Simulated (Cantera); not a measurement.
A closed system holds: 1 mol C, 0.32 mol H2O, 51 mol H2, equilibrated at 3073 K and 4.43 Torr.

These are equilibrium values from Cantera (NASA tables, ideal gas, pure condensed phases), not measurements of a reactor. Candidate condensed phases: C, C6H6, C7H8, C8H18, H2O; 110 gas species. Rates play no part.

Base state: H 0.875, H2 0.117, CO 0.00346, C 0.00307, C3 0.000678, C2H 0.000421, C2 0.000384, C2H2 (acetylene) 0.000295 (mole fractions); condensed: gas only.

**Question.** What changes in the equilibrium state with this change: pressure from 4.43 Torr to 49500 Torr?

**Answer.** 
```tsv
species	before	after
H2	0.117	0.963
H	0.875	0.0237
CO	0.00346	0.00612
C2H2 (acetylene)	0.000295	0.00552
CH4	1.06e-9	0.00121
C2H4	<1e-9	4.92e-5
```
The ideal-gas law is rough above about 30 bar.

**Question.** What changes in the equilibrium state with this change: C replaced by toluene?

**Answer.** 
| species | before | after |
|---|---|---|
| H | 0.875 | 0.855 |
| H2 | 0.117 | 0.112 |
| C3 | 0.000678 | 0.0136 |
| C | 0.00307 | 0.00835 |
| C5 | 5.08e-7 | 7.49e-5 |
| C4 | 5.10e-7 | 2.77e-5 |
| C4H2 | 3.11e-7 | 1.61e-5 |
| C2 | 0.000384 | 0.00283 |

**Question.** What changes in the equilibrium state with this change: C replaced by C3H6?

**Answer.** 
| species | before | after |
|---|---|---|
| H | 0.875 | 0.868 |
| H2 | 0.117 | 0.115 |
| C | 0.00307 | 0.00578 |
| C3 | 0.000678 | 0.00450 |
| C5 | 5.08e-7 | 1.19e-5 |
| C2 | 0.000384 | 0.00136 |
| C2H | 0.000421 | 0.00147 |
| C2H2 (acetylene) | 0.000295 | 0.00103 |
